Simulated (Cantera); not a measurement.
A closed system holds: 1 mol Si₃N₄, 0.082 mol N₂O, 25 mol N₂, at 0.000230 bar.

These are equilibrium values from Cantera (NASA tables, ideal gas, pure condensed phases), not measurements of a reactor. Candidate condensed phases: Si, SiO₂, Si₂N₂O, Si₃N₄; 16 gas species. Equilibrium is a limit: real reactors are often held back by kinetics, nucleation or transport.

Q: At 1575 K, list the 3 most abundant gas species with their mole fractions, and the condensed phases.

A: N₂ 0.997, SiO 0.00325, Si 0.000223. Condensed: Si₃N₄(s).
